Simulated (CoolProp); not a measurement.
Vapour pressure (MPa) of nitrogen: the reference equation beside estimates from Tc = -147.0 °C, pc = 3.396 MPa, ω = 0.037. Clausius-Clapeyron is anchored at -198.75 °C with a constant enthalpy of vaporisation of 5.683 kJ/mol.

Values from CoolProp's reference Helmholtz-energy equation of state, Span 2000.

```json
[
 {"T (°C)": "-198.75", "reference": "0.07046", "Lee-Kesler": "0.06996", "Clausius-Clapeyron": "0.07046", "van der Waals": "0.2664", "Soave-Redlich-Kwong": "0.06936", "Peng-Robinson": "0.07160"},
 {"T (°C)": "-194.25", "reference": "0.1211", "Lee-Kesler": "0.1206", "Clausius-Clapeyron": "0.1190", "van der Waals": "0.3727", "Soave-Redlich-Kwong": "0.1199", "Peng-Robinson": "0.1223"},
 {"T (°C)": "-189.65", "reference": "0.1975", "Lee-Kesler": "0.1972", "Clausius-Clapeyron": "0.1918", "van der Waals": "0.5076", "Soave-Redlich-Kwong": "0.1965", "Peng-Robinson": "0.1987"},
 {"T (°C)": "-185.15", "reference": "0.3025", "Lee-Kesler": "0.3025", "Clausius-Clapeyron": "0.2915", "van der Waals": "0.6677", "Soave-Redlich-Kwong": "0.3024", "Peng-Robinson": "0.3037"},
 {"T (°C)": "-180.55", "reference": "0.4475", "Lee-Kesler": "0.4478", "Clausius-Clapeyron": "0.4287", "van der Waals": "0.8622", "Soave-Redlich-Kwong": "0.4490", "Peng-Robinson": "0.4488"},
 {"T (°C)": "-176.05", "reference": "0.6328", "Lee-Kesler": "0.6333", "Clausius-Clapeyron": "0.6036", "van der Waals": "1.085", "Soave-Redlich-Kwong": "0.6372", "Peng-Robinson": "0.6346"},
 {"T (°C)": "-171.55", "reference": "0.8681", "Lee-Kesler": "0.8681", "Clausius-Clapeyron": "0.8245", "van der Waals": "1.341", "Soave-Redlich-Kwong": "0.8764", "Peng-Robinson": "0.8709"},
 {"T (°C)": "-166.95", "reference": "1.168", "Lee-Kesler": "1.167", "Clausius-Clapeyron": "1.103", "van der Waals": "1.639", "Soave-Redlich-Kwong": "1.181", "Peng-Robinson": "1.172"}
]
```

Absolute difference from the reference over all 8 rows, mean and median: Lee-Kesler 0.2 and 0.1 %, Clausius-Clapeyron 3.5 and 3.9 %, van der Waals 127.8 and 106.7 %, Soave-Redlich-Kwong 0.8 and 0.8 %, Peng-Robinson 0.6 and 0.4 %.
